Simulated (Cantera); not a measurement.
An isothermal, constant-pressure homogeneous reactor starts with 1.54 % CH4, 98.5 % H2, at 1798 K and 101000 Pa.

Cantera simulation using GRI-Mech 3.0 (53 species, 325 reactions); the numbers are that mechanism's predictions, not measurements. GRI-Mech 3.0 stops at C3 and has no aromatics, soot or wall deposition, so with more carbon than oxygen in the feed, carbon stays in small species such as C2H2 where larger ones or solid carbon would form.

x: mole fraction; the columns are a selection and need not sum to one.

| t (s) | x CH4 | x H2 | x C2H4 | x C2H | x C2H6 | x C2H2 | x H |
|---|---|---|---|---|---|---|---|
| 5.00e-6 | 0.0154 | 0.985 | 4.52e-11 | <1e-12 | 1.16e-10 | <1e-12 | 7.91e-6 |
| 3.07e-5 | 0.0154 | 0.985 | 1.00e-8 | <1e-12 | 1.67e-8 | 1.10e-10 | 4.93e-5 |
| 0.000188 | 0.0153 | 0.984 | … | <1e-12 | … | … | … |
| 0.00115 | 0.0151 | 0.984 | 1.48e-5 | 1.81e-10 | 1.22e-6 | 5.97e-5 | 0.000343 |
| 0.00707 | 0.0142 | 0.985 | 2.34e-5 | 1.49e-9 | 1.09e-6 | 0.000491 | 0.000344 |
| 0.0434 | 0.0105 | 0.987 | 5.99e-5 | 6.94e-9 | 6.25e-7 | 0.00228 | 0.000346 |
| 0.266 | … | 0.989 | 0.000117 | 1.51e-8 | … | 0.00492 | 0.000350 |
| 1.63 | 0.00427 | 0.990 | 0.000126 | 1.64e-8 | 1.65e-7 | 0.00533 | 0.000351 |
| 10.0 | 0.00427 | 0.990 | 0.000126 | 1.64e-8 | 1.65e-7 | 0.00533 | 0.000351 |

Question: Complete the blanks.

Answer: 
- 0.000188, x C2H4: 2.15e-6
- 0.000188, x C2H6: 6.74e-7
- 0.000188, x C2H2: 4.12e-7
- 0.000188, x H: 0.000244
- 0.266, x CH4: 0.00511
- 0.266, x C2H6: 2.03e-7
